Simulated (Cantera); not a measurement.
Feed: 1 mol MgCO3, 4.3 mol CO2, at 0.000530 bar.

These are equilibrium values from Cantera (NASA tables, ideal gas, pure condensed phases), not measurements of a reactor. Candidate condensed phases: C, Mg, MgCO3, MgO; 15 gas species. Kinetics and transport are ignored.

**Question.** At 1150 °C, list the 3 most abundant gas species with their mole fractions, and the condensed phases.

**Answer.** CO2 0.997, CO 0.00199, O2 0.000994. Condensed: MgO(s).
